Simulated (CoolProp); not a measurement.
The fluid at 485.85 K and 4.32 MPa flows at 0.076 m/s in a round tube of 100 mm bore and 45 µm roughness, fully developed (64/Re and Nu = 3.66 if laminar; Colebrook and Gnielinski if turbulent). The same conditions are run with several fluids, on thermodynamics alone (safety and materials aside).

Computed with CoolProp (reference Helmholtz-energy equation of state of each fluid (R507A: Lemmon 2003; n-butane: Bücker 2006; dry air: Lemmon 2000; nitrogen: Span 2000; CF4 (R14): Platzer 1990)). The equations of Platzer and Polt are older, rougher fits. Blends and air are pseudo-pure fits.

```json
[
 {"fluid": "R507A", "Reynolds number": "41800", "Darcy friction factor": "0.0231", "pressure drop (Pa/m)": "0.0796", "heat-transfer coefficient (W/(m² K))": "33.9", "mass flow (kg/h)": "256"},
 {"fluid": "n-butane", "Reynolds number": "47000", "Darcy friction factor": "0.0227", "pressure drop (Pa/m)": "0.0571", "heat-transfer coefficient (W/(m² K))": "59.3", "mass flow (kg/h)": "188"},
 {"fluid": "dry air", "Reynolds number": "8590", "Darcy friction factor": "0.0328", "pressure drop (Pa/m)": "0.0289", "heat-transfer coefficient (W/(m² K))": "10.6", "mass flow (kg/h)": "65.6"},
 {"fluid": "nitrogen", "Reynolds number": "8640", "Darcy friction factor": "0.0328", "pressure drop (Pa/m)": "0.0278", "heat-transfer coefficient (W/(m² K))": "10.4", "mass flow (kg/h)": "63.2"},
 {"fluid": "CF4 (R14)", "Reynolds number": "26900", "Darcy friction factor": "0.0252", "pressure drop (Pa/m)": "0.0685", "heat-transfer coefficient (W/(m² K))": "22.6", "mass flow (kg/h)": "202"}
]
```

Transport values come from each fluid's own correlations; those of CF4 (R14) are estimates that may be off by 10 % or more.
